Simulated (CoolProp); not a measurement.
Saturation properties of ethanol.

Computed with CoolProp (reference Helmholtz-energy equation of state, Schroeder 2014).

```json
[
 {"T (K)": "347.9", "p (MPa)": "0.08751", "liquid density (kg/m³)": "740.0", "vapour density (kg/m³)": "1.436", "liquid cp (kJ/(kg K))": "___", "liquid viscosity (µPa s)": "465", "liquid conductivity (mW/(m K))": "155"},
 {"T (K)": "356.4", "p (MPa)": "0.1222", "liquid density (kg/m³)": "731.6", "vapour density (kg/m³)": "1.973", "liquid cp (kJ/(kg K))": "2.983", "liquid viscosity (µPa s)": "410", "liquid conductivity (mW/(m K))": "154"},
 {"T (K)": "364.9", "p (MPa)": "0.1676", "liquid density (kg/m³)": "722.9", "vapour density (kg/m³)": "2.666", "liquid cp (kJ/(kg K))": "3.078", "liquid viscosity (µPa s)": "364", "liquid conductivity (mW/(m K))": "152"},
 {"T (K)": "373.5", "p (MPa)": "0.2269", "liquid density (kg/m³)": "713.6", "vapour density (kg/m³)": "___", "liquid cp (kJ/(kg K))": "3.178", "liquid viscosity (µPa s)": "323", "liquid conductivity (mW/(m K))": "151"},
 {"T (K)": "382", "p (MPa)": "0.3012", "liquid density (kg/m³)": "___", "vapour density (kg/m³)": "4.678", "liquid cp (kJ/(kg K))": "3.282", "liquid viscosity (µPa s)": "288", "liquid conductivity (mW/(m K))": "150"},
 {"T (K)": "390.5", "p (MPa)": "0.3941", "liquid density (kg/m³)": "694.0", "vapour density (kg/m³)": "6.069", "liquid cp (kJ/(kg K))": "3.390", "liquid viscosity (µPa s)": "258", "liquid conductivity (mW/(m K))": "148"},
 {"T (K)": "399", "p (MPa)": "0.5086", "liquid density (kg/m³)": "683.4", "vapour density (kg/m³)": "7.784", "liquid cp (kJ/(kg K))": "3.503", "liquid viscosity (µPa s)": "231", "liquid conductivity (mW/(m K))": "147"},
 {"T (K)": "407.5", "p (MPa)": "0.6482", "liquid density (kg/m³)": "672.1", "vapour density (kg/m³)": "9.882", "liquid cp (kJ/(kg K))": "3.618", "liquid viscosity (µPa s)": "207", "liquid conductivity (mW/(m K))": "145"},
 {"T (K)": "416", "p (MPa)": "0.8163", "liquid density (kg/m³)": "660.1", "vapour density (kg/m³)": "12.43", "liquid cp (kJ/(kg K))": "3.735", "liquid viscosity (µPa s)": "186", "liquid conductivity (mW/(m K))": "144"},
 {"T (K)": "424.5", "p (MPa)": "1.017", "liquid density (kg/m³)": "647.3", "vapour density (kg/m³)": "15.50", "liquid cp (kJ/(kg K))": "3.851", "liquid viscosity (µPa s)": "167", "liquid conductivity (mW/(m K))": "143"},
 {"T (K)": "433.1", "p (MPa)": "1.256", "liquid density (kg/m³)": "633.5", "vapour density (kg/m³)": "19.24", "liquid cp (kJ/(kg K))": "3.967", "liquid viscosity (µPa s)": "150", "liquid conductivity (mW/(m K))": "141"},
 {"T (K)": "441.6", "p (MPa)": "1.533", "liquid density (kg/m³)": "619.0", "vapour density (kg/m³)": "23.67", "liquid cp (kJ/(kg K))": "4.082", "liquid viscosity (µPa s)": "135", "liquid conductivity (mW/(m K))": "140"},
 {"T (K)": "450.1", "p (MPa)": "1.854", "liquid density (kg/m³)": "603.4", "vapour density (kg/m³)": "28.96", "liquid cp (kJ/(kg K))": "4.202", "liquid viscosity (µPa s)": "122", "liquid conductivity (mW/(m K))": "138"},
 {"T (K)": "458.6", "p (MPa)": "2.223", "liquid density (kg/m³)": "586.8", "vapour density (kg/m³)": "35.31", "liquid cp (kJ/(kg K))": "4.340", "liquid viscosity (µPa s)": "109", "liquid conductivity (mW/(m K))": "137"}
]
```

What belongs in the gaps?


- 347.9, liquid cp (kJ/(kg K)): 2.893
- 373.5, vapour density (kg/m³): 3.562
- 382, liquid density (kg/m³): 704.1

It boils at 351.6 K under 1 atm.

Viscosity comes from a separate model (Kiselev 2005). Thermal conductivity comes from a separate model (Assael 2013).
